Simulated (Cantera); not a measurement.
A Cantera script and its output.

```python
import numpy as np
import cantera as ct

gas = ct.Solution("gri30.yaml")
gas.TPX = 1125, 1400, {'H2': 0.067, 'O2': 1}
reactor = ct.IdealGasConstPressureReactor(gas, energy="off", clone=False)
net = ct.ReactorNet([reactor])
net.rtol, net.atol = 1e-08, 1e-18
show = ['H2', 'O2', 'O', 'H', 'OH']
times = np.geomspace(1e-05, 30, 14)

steps = ct.SolutionArray(gas, extra=["t"])
rows = []
print(f"{'t/s':>10s}{'T/K':>9s}{'P/Pa':>11s}" + "".join(f"{s:>11s}" for s in show))
for t in times:
    while net.time < t:
        t_next = net.step()
        steps.append(gas.state, t=t_next)
    rows.append([np.interp(t, steps.t, y) for y in (steps.T, steps.P, *steps(*show).X.T)])
    print(f"{t:10.3e}{rows[-1][0]:9.1f}{rows[-1][1]:11.4g}" + "".join(f"{x:11.3e}" for x in rows[-1][2:]))
rate = np.gradient(steps.T, steps.t)
print("integrator steps:", len(steps.t))
if steps.T.max() > steps.T[0] + 200:
    print(f"time of steepest temperature rise: {steps.t[rate.argmax()]:.4e} s")
gas.TPX = 1125, 1400, {'H2': 0.067, 'O2': 1}
gas.equilibrate("TP")
print(f"equilibrium (TP): T = {gas.T:.1f} K  " + "  ".join(f"{s} {gas[s].X[0]:.3e}" for s in show))
```

Result:

```
       t/s      T/K       P/Pa         H2         O2          O          H         OH
 1.000e-05   1125.0       1400  6.279e-02  9.372e-01  9.582e-12  1.157e-10  9.269e-12
 3.149e-05   1125.0       1400  6.279e-02  9.372e-01  8.451e-11  3.234e-10  7.640e-11
 9.919e-05   1125.0       1400  6.279e-02  9.372e-01  6.727e-10  9.044e-10  5.127e-10
 3.124e-04   1125.0       1400  6.279e-02  9.372e-01  6.735e-09  4.801e-09  4.146e-09
 9.839e-04   1125.0       1400  6.279e-02  9.372e-01  5.829e-07  3.627e-07  3.391e-07
 3.099e-03   1125.0       1400  1.496e-02  9.058e-01  2.093e-02  1.510e-02  5.827e-03
 9.760e-03   1125.0       1400  1.030e-03  9.037e-01  2.715e-02  8.488e-03  2.837e-03
 3.074e-02   1125.0       1400  4.541e-04  9.221e-01  1.147e-02  2.327e-03  1.880e-03
 9.681e-02   1125.0       1400  8.454e-05  9.327e-01  2.115e-03  1.823e-04  8.081e-04
 3.049e-01   1125.0       1400  9.837e-06  9.348e-01  2.508e-04  7.443e-06  2.789e-04
 9.603e-01   1125.0       1400  1.264e-06  9.351e-01  3.304e-05  3.570e-07  1.016e-04
 3.024e+00   1125.0       1400  2.159e-07  9.351e-01  5.779e-06  2.613e-08  4.253e-05
 9.525e+00   1125.0       1400  4.717e-08  9.352e-01  1.284e-06  2.735e-09  2.004e-05
 3.000e+01   1125.0       1400  1.215e-08  9.352e-01  3.340e-07  3.628e-10  1.022e-05
integrator steps: 1865
equilibrium (TP): T = 1125.0 K  H2 1.375e-09  O2 9.352e-01  O 3.797e-08  H 1.402e-11  OH 3.443e-06
```

Model: GRI-Mech 3.0 (53 species, 325 reactions), integrated in Cantera. Radical loss at walls, strong at low pressure, is not modelled. The temperature is held fixed by assumption; the heat of reaction is taken as removed at once.
